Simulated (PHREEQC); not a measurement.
0.5 mol of Zn3(PO4)2:4w (Zn3(PO4)2:4H2O) is brought to equilibrium with 1 kg of water, with rising amounts of HF, at 25 °C. Oxygen is held at 0.21 atm. The system is closed to CO2. Names ending in (a), (am) or -a are amorphous solids. The run lets Zn3(PO4)2:4w, Zn(OH)2-a, ZnF2 precipitate or redissolve, and no other solid.

Model: ion-association model, wateq4f.dat, run in PHREEQC.

```json
[
 {"HF added (mol)": "0", "pH": "8.27", "dissolved Zn (mol/kgw)": "2.81e-5", "dissolved P (mol/kgw)": "1.88e-5"},
 {"HF added (mol)": "0.0833", "pH": "3.91", "dissolved Zn (mol/kgw)": "0.0545", "dissolved P (mol/kgw)": "0.0363"},
 {"HF added (mol)": "0.125", "pH": "3.77", "dissolved Zn (mol/kgw)": "0.0781", "dissolved P (mol/kgw)": "0.0521"},
 {"HF added (mol)": "0.167", "pH": "3.67", "dissolved Zn (mol/kgw)": "0.100", "dissolved P (mol/kgw)": "0.0669"},
 {"HF added (mol)": "0.25", "pH": "3.54", "dissolved Zn (mol/kgw)": "0.141", "dissolved P (mol/kgw)": "0.0937"},
 {"HF added (mol)": "0.333", "pH": "3.45", "dissolved Zn (mol/kgw)": "0.177", "dissolved P (mol/kgw)": "0.118"},
 {"HF added (mol)": "0.375", "pH": "3.41", "dissolved Zn (mol/kgw)": "0.195", "dissolved P (mol/kgw)": "0.130"},
 {"HF added (mol)": "0.417", "pH": "3.38", "dissolved Zn (mol/kgw)": "0.212", "dissolved P (mol/kgw)": "0.141"},
 {"HF added (mol)": "0.5", "pH": "3.32", "dissolved Zn (mol/kgw)": "0.244", "dissolved P (mol/kgw)": "0.162"}
]
```

wateq4f.dat counts part of the HF as a dimer, H2F2, which phreeqc.dat doesn't know; its constant is uncertain. H3PO4, which wateq4f.dat lacks, is added to it with the constant of phreeqc.dat. The database has no phosphate complexes of Zn.
